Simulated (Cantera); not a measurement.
## CCl₄ + HCl + Si (fluorocarbon and chlorocarbon gases)

A closed system holds: 1 mol CCl₄, a varied amount of HCl, 0.032 mol Si, at 2525 K and 0.100 bar.

Equilibrium computed with Cantera from the NASA thermochemical tables; the gas is ideal and each condensed phase is pure. Candidate condensed phases: C, C₆H₆, C₇H₈, C₈H₁₈, Si, SiC; 109 gas species. The tables' values for SiCl₃, SiCl are old estimates; treat these amounts as uncertain. The numbers say what is thermodynamically allowed, not how fast it happens.

From 0.13 mol HCl to 1.1 mol HCl the condensed part is C(graphite). The main Si-bearing gas is SiCl₂ throughout.

```
n(HCl) (mol)   x Cl   x HCl    x Cl₂  x SiCl₂  n C(graphite)
------------  -----  ------  -------  -------  -------------
0.13          0.953  0.0318  0.00687  0.00603          0.999
0.25          0.926  0.0594  0.00648  0.00590          0.999
0.38          0.898  0.0874  0.00610  0.00576          0.999
0.5           0.874   0.112  0.00578  0.00564          0.999
0.63          0.850   0.137  0.00546  0.00552          0.999
0.76          0.826   0.160  0.00516  0.00539          0.999
0.88          0.806   0.181  0.00491  0.00529          0.999
1             0.787   0.200  0.00468  0.00518          0.999
1.1           0.771   0.216  0.00450  0.00510          0.999
```
x: gas mole fraction; n: condensed amount in mol.
